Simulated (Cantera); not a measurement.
Charge: 1 mol CuO, 6.2 mol C, 0.6 mol N2, held at 44.0 Pa.

Cantera equilibrium calculation (NASA polynomials, part measured and part estimated; ideal gas, pure solids and liquids). Candidate condensed phases: C, Cu, CuO, Cu2O; 27 gas species. The numbers say what is thermodynamically allowed, not how fast it happens. All values below are at 1025 K.

Base state: CO 0.625, N2 0.375, CO2 5.91e-5 (mole fractions); condensed: C(graphite) + Cu(s).

Problem. What changes in the equilibrium state with this change: CuO replaced by PbO?

Solution. 
```
species            before    after
----------------  -------  -------
CO                  0.625    0.585
N2                  0.375    0.351
Pb                      0   0.0632
CO2               5.91e-5  5.19e-5
C(graphite), mol     5.20     5.20
Cu(s), mol           1.00        0
Pb(l), mol              0    0.892
```
Further candidate phases: Pb, PbO, PbO2, Pb3O4.

Problem. What changes in the equilibrium state with this change: pressure from 44.0 Pa to 1.00 bar?

Solution. 
| species | before | after |
|---|---|---|
| CO | 0.625 | 0.505 |
| N2 | 0.375 | 0.408 |
| CO2 | 5.91e-5 | 0.0876 |
| C(graphite), mol | 5.20 | 5.33 |
| Cu(s), mol | 1.00 | 1.00 |
